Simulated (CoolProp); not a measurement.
A simple Rankine cycle with water: condensing at 299.15 K, boiler at 1.05 MPa, turbine inlet 460.3 K, turbine efficiency 0.75, pump efficiency 0.8, no recuperator. Each further row changes one setting.

The numbers come from the reference Helmholtz-energy equation of state, Wagner 2002 in CoolProp.

```csv
case,thermal efficiency (%),net work (kJ/kg),heat in (kJ/kg),turbine exit temperature (K),volume ratio over the turbine
as stated,23.0,617,2680,299.2,184
turbine inlet 480.3 K,23.1,630,2730,299.2,(withheld)
condensing temperature 291.15 K,24.1,(withheld),(withheld),291.1,(withheld)
boiler pressure 0.735 MPa,21.7,588,(withheld),299.2,129
turbine efficiency 0.65,19.9,534,2680,299.2,(withheld)
```

**Question.** Fill in the missing entries.

**Answer.** 
- turbine inlet 480.3 K, volume ratio over the turbine: 177
- condensing temperature 291.15 K, net work (kJ/kg): 654
- condensing temperature 291.15 K, heat in (kJ/kg): 2720
- condensing temperature 291.15 K, volume ratio over the turbine: 289
- boiler pressure 0.735 MPa, heat in (kJ/kg): 2700
- turbine efficiency 0.65, volume ratio over the turbine: 191

The expansion ends wet for: as stated; turbine inlet 480.3 K; condensing temperature 291.15 K; boiler pressure 0.735 MPa; turbine efficiency 0.65.
